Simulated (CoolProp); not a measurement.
Model: reference Helmholtz-energy equation of state, Lemmon 2006, in CoolProp. It is a short technical equation, of lower accuracy than the large ones.

Give the vapour pressure (MPa), liquid density (kg/m³), vapour density (kg/m³) of saturated acetone at 101.35 °C.


```
T (°C)  p (MPa)  liquid density (kg/m³)  vapour density (kg/m³)
------  -------  ----------------------  ----------------------
101.35    0.385                     692                    8.14
```
